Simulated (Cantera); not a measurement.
Feed: 1 mol HMDSO, 0.13 mol O3, 7.3 mol H2, 0.46 mol H2O, held at 113 Torr.

Cantera equilibrium calculation (NASA polynomials, part measured and part estimated; ideal gas, pure solids and liquids). Candidate condensed phases: C, C6H6, C7H8, C8H18, H2O, Si, SiC, SiO2; 123 gas species. The feed counts by its element totals alone. Rates play no part.

Problem. At 1600 °C, list the 5 most abundant gas species with their mole fractions, and the condensed phases.

Solution. H2 0.899, CO 0.0987, H 0.00158, SiO 0.000671, C2H2 (acetylene) 0.000280. Condensed: C(graphite) + SiC(s).
